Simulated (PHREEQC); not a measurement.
Make-up at 25 °C: 1.45 mmol/kgw Na2SeO4, 8.5 mmol/kgw H3PO4 and 0.021 mmol/kgw FeCl3. Closed to the air; pH follows from the charge balance.

The numbers come from PHREEQC with the ion-association model, wateq4f.dat.

Question: The ionic strength comes out as 0.00928 mol/kgw. What activity coefficients do H2PO4-, Na+, SeO4-2, FeH2PO4+2, H+ get?

Answer: H2PO4- 0.91, Na+ 0.91, SeO4-2 0.67, FeH2PO4+2 0.68, H+ 0.92.

No solid was allowed to form. Saturation is exceeded, for instance for Strengite, Hematite (slow to form); the values hold only as long as no solid forms. H3PO4, which wateq4f.dat lacks, is added to it with the constant of phreeqc.dat.
